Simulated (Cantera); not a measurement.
Abatement and gas-phase synthesis: SO2 + H2O + O2

A closed system holds: 1 mol SO2, 1.8 mol H2O, 4.2 mol O2, at 1175 K.

Equilibrium computed with Cantera from the NASA thermochemical tables; the gas is ideal and each condensed phase is pure. Candidate condensed phases: H2O, H2SO4, S; 19 gas species. The ideal-gas law is rough above about 30 bar. Rates play no part.

```csv
P (Pa),x O2,x H2O,x SO2,x SO3
10,0.600,0.257,0.143,0.000349
84,0.600,0.257,0.142,0.00101
710,0.599,0.258,0.140,0.00289
6000,0.598,0.258,0.135,0.00811
50000,0.596,0.260,0.123,0.0212
420000,0.590,0.263,0.0977,0.0486
3600000,0.583,0.268,0.0607,0.0879
30000000,0.580,0.267,0.0280,0.117
```
x: gas mole fraction; nothing condenses.

From 0.000100 bar to 300 bar nothing is condensed.
